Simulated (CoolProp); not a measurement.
Sulfur hexafluoride at 293.15 K and 3.62 MPa flows at 0.076 m/s in a round tube of 25 mm bore and 45 µm roughness, fully developed (64/Re and Nu = 3.66 if laminar; Colebrook and Gnielinski if turbulent). Each further row changes one setting.

The numbers come from the reference Helmholtz-energy equation of state, Guder 2009 in CoolProp.

```json
[
 {"case": "as stated", "Reynolds number": "19300", "Darcy friction factor": "0.0296", "pressure drop (Pa/m)": "(withheld)", "heat-transfer coefficient (W/(m² K))": "246", "mass flow (kg/h)": "193"},
 {"case": "velocity 0.152 m/s", "Reynolds number": "38600", "Darcy friction factor": "(withheld)", "pressure drop (Pa/m)": "(withheld)", "heat-transfer coefficient (W/(m² K))": "(withheld)", "mass flow (kg/h)": "386"},
 {"case": "diameter 50 mm", "Reynolds number": "38600", "Darcy friction factor": "(withheld)", "pressure drop (Pa/m)": "(withheld)", "heat-transfer coefficient (W/(m² K))": "219", "mass flow (kg/h)": "(withheld)"}
]
```

Problem. Complete the blanks.

Solution. 
- as stated, pressure drop (Pa/m): 4.92
- velocity 0.152 m/s, Darcy friction factor: 0.0268
- velocity 0.152 m/s, pressure drop (Pa/m): 17.8
- velocity 0.152 m/s, heat-transfer coefficient (W/(m² K)): 468
- diameter 50 mm, Darcy friction factor: 0.0247
- diameter 50 mm, pressure drop (Pa/m): 2.05
- diameter 50 mm, mass flow (kg/h): 773

Viscosity comes from a separate model (Quiñones-Cisneros 2012). Thermal conductivity comes from a separate model (Assael 2012).
